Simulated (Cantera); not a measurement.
A closed system holds: 1 mol Si, 0.013 mol N2O, 14 mol N2, at 1025 K and 1.33 mbar.

Method: chemical equilibrium by Gibbs-energy minimisation in Cantera with the NASA 1993 tables (ideal gas, pure condensed phases). Candidate condensed phases: Si, SiO2, Si2N2O, Si3N4; 16 gas species. Mutual solubility and eutectic melting of coexisting phases are not modelled. The numbers say what is thermodynamically allowed, not how fast it happens.

Base state: N2 1.00 (mole fractions); condensed: Si2N2O(s) + Si3N4(s).

Task: What changes in the equilibrium state with this change: N2O from 0.013 to 2.6 mol?

Result: 
```
species              before    after
-------------------  ------  -------
N2                     1.00    0.982
O2                    <1e-9   0.0177
NO                    <1e-9  1.33e-5
Si2N2O(s), mol       0.0130        0
Si3N4(s), mol         0.325        0
SiO2(β-quartz), mol       0     1.00
```

Task: What changes in the equilibrium state with this change: temperature from 1025 K to 1873.15 K?

Result: 
| species | before | after |
|---|---|---|
| N2 | 1.00 | 0.992 |
| Si | <1e-9 | 0.00663 |
| SiO | <1e-9 | 0.000921 |
| Si2N | <1e-9 | 0.000129 |
| SiN | <1e-9 | 8.67e-5 |
| Si2 | <1e-9 | 4.95e-5 |
| Si2N2O(s), mol | 0.0130 | 0 |
| Si3N4(s), mol | 0.325 | 0 |
| Si(l), mol | 0 | 0.887 |
The tables' values for SiN are old estimates; treat these amounts as uncertain.
